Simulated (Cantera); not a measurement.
**Premixed flame**

A freely propagating, adiabatic, planar premixed flame of H₂ : O₂ : N₂ : H₂O = 1 : 0.676 : 2.91 : 0.31 (molar parts), equivalence ratio 0.74, unburnt at 600 K and 3750 Torr; mixture-averaged transport, grid criteria slope 0.08 and curve 0.16, no radiation.

Cantera simulation using the H2/O2 subset of GRI-Mech 3.0, which has no nitrogen chemistry; the numbers are that mechanism's predictions, not measurements. The hydrogen kinetics of GRI-Mech 3.0 are dated; newer H2 mechanisms differ, most at raised pressure. Burning velocities carry a grid error of a few per cent, more on coarse grids.

```tsv
z (mm)	T (K)	u (m/s)	x H₂	x O₂	x H₂O	x HO₂	x O	x H
-0.204	600	2.10	0.203	0.138	0.0634	5.83e-8	<1e-8	<1e-8
-0.136	601	2.10	0.200	0.139	0.0638	6.08e-7	<1e-8	<1e-8
-0.102	603	2.10	0.195	0.140	0.0644	3.69e-6	<1e-8	<1e-8
-0.0679	618	2.11	0.179	0.142	0.0672	3.64e-5	8.48e-8	<1e-8
-0.0339	758	2.49	0.136	0.141	0.0879	0.000583	1.02e-5	2.07e-5
-0.0170	1038	3.34	0.0974	0.126	0.129	0.000745	0.000224	0.000686
0	1380	4.40	0.0566	0.0971	0.188	0.000397	0.00140	0.00332
0.0170	1620	5.15	0.0284	0.0705	0.233	0.000206	0.00274	0.00516
0.0339	1756	5.57	0.0155	0.0568	0.256	0.000122	0.00307	0.00462
0.0679	1886	5.97	0.00751	0.0484	0.272	5.94e-5	0.00229	0.00241
0.136	1973	6.22	0.00339	0.0456	0.281	2.46e-5	0.00106	0.000722
0.272	2014	6.34	0.00124	0.0449	0.286	8.99e-6	0.000387	0.000156
0.543	2029	6.38	0.000443	0.0449	0.288	3.85e-6	0.000148	3.50e-5
```
x: mole fraction of selected species; z is measured from the peak of heat release.

```json
{
 "laminar_burning_velocity": "211 cm/s",
 "thermal_thickness": "0.0679 mm",
 "peak x(HO₂)": "0.000826",
 "peak x(O)": "0.00309",
 "peak x(H)": "0.00521",
 "grid_points": "106"
}
```
